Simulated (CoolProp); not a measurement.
Computed with CoolProp (reference Helmholtz-energy equation of state, Platzer 1990). This equation is an older, rougher fit; its heat capacities, sound speeds and derivatives of the liquid may be far off and weren't checked against measurements.

Give the vapour pressure (MPa), liquid density (kg/m³), vapour Z, liquid viscosity (µPa s) of saturated R13 at -66.75 °C.


| T (°C) | p (MPa) | liquid density (kg/m³) | vapour Z | liquid viscosity (µPa s) |
|---|---|---|---|---|
| -66.75 | 0.209 | 1460 | 0.932 | 250 |

Viscosity comes from a separate model (Huber 2003), an estimate that may be off by 10 % or more.
